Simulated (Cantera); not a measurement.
Feed: 1 mol Si, 0.99 mol Cl2, 7.1 mol H2, held at 0.160 bar.

Equilibrium computed with Cantera from the NASA thermochemical tables; the gas is ideal and each condensed phase is pure. Candidate condensed phases: Si; 19 gas species. Rates play no part.

Over these rows the condensed part is Si(s). Partial pressures as log10 of bar:

| T (K) | 1000/T (1/K) | log p SiCl2 | log p H2 | log p HCl | log p SiCl4 | log p SiHCl3 |
|---|---|---|---|---|---|---|
| 1075 | 0.9302 | -3.62 | -0.84 | -2.37 | -2.17 | -2.54 |
| 1150 | 0.8696 | -3.15 | -0.84 | -2.17 | -2.23 | -2.60 |
| 1225 | 0.8163 | ? | -0.85 | -2.00 | -2.34 | -2.69 |
| 1300 | 0.7692 | -2.48 | -0.86 | -1.88 | -2.52 | -2.84 |
| 1375 | 0.7273 | -2.27 | -0.87 | -1.80 | -2.79 | -3.05 |
| 1450 | 0.6897 | -2.15 | -0.88 | -1.76 | -3.14 | -3.33 |

Question: Fit log p(SiCl2) = a + b·(1000/T) to the five rows, give the apparent enthalpy, and predict the row at 1225 K.

Answer: Means: 1000/T = 0.7972, log p = -2.734. Sxy = -0.250282, Sxx = 0.0401570, so b = -6.23 and a = -2.734 − (-6.23)×0.7972 = 2.23.
Apparent enthalpy: −19.145 × (-6.23) = 119 kJ/mol. With the condensed phases at unit activity, 1/2 Si(s) + 1/2 SiCl4(g) = SiCl2(g) links this pressure to the main gases: over the six rows their terms move log p by -0.49 in all, so the slope isn't that reaction's ΔH° alone. The five rows lie within 0.08 of the line.
Prediction at 1225 K: 2.23 + (-6.23)×0.8163 = -2.86. The computed value is -2.77, 0.09 from the line.
